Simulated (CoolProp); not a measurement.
The fluoroketone C6F12O (FK-5-1-12) along the isobar 6.51 bar: Z from the reference equation and from simpler models built on Tc = 168.7 °C, pc = 18.69 bar, ω = 0.471; each cubic takes its own stable root.

Computed with CoolProp (reference Helmholtz-energy equation of state, McLinden 2015).

```
T (°C)   phase  reference
------  ------  ---------
33.65   liquid    0.05108
52.95   liquid    0.04999
72.25   liquid    0.04935
91.55   liquid    0.04924
110.95  liquid    0.04989
130.25     gas     0.7991
149.55     gas     0.8390
168.85     gas     0.8681
188.25     gas     0.8903
207.55     gas     0.9078
226.85     gas     0.9218
```

### Question
How far does each simpler model (van der Waals, Redlich-Kwong, Soave-Redlich-Kwong) lie from the reference over these 11 states: mean and median of the absolute difference, and the worst?

### Answer
- van der Waals: mean 301.5 %, median 6.7 %, worst +1563.7 % at 110.95 °C and 6.51 bar
- Redlich-Kwong: mean 142.5 %, median 3.1 %, worst +1482.9 % at 110.95 °C and 6.51 bar
- Soave-Redlich-Kwong: mean 5.2 %, median 1.0 %, worst +14.0 % at 110.95 °C and 6.51 bar

At some of these states van der Waals, Redlich-Kwong gives the other phase, because its saturation line lies elsewhere.
